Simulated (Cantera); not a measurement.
Input: 1 mol Cu₂O, 1.3 mol CO, 2.1 mol H₂, at 900 Torr.

Method: chemical equilibrium by Gibbs-energy minimisation in Cantera with the NASA 1993 tables (ideal gas, pure condensed phases). Candidate condensed phases: C, C₆H₆, C₇H₈, C₈H₁₈, Cu, CuO, Cu(OH)₂, Cu₂O, H₂O; 113 gas species. Kinetics and transport are ignored.

Question: At 1923 K, list the 4 most abundant gas species with their mole fractions, and the condensed phases.

Answer: H₂ 0.373, CO 0.331, H₂O 0.243, CO₂ 0.0503. Condensed: Cu(l).
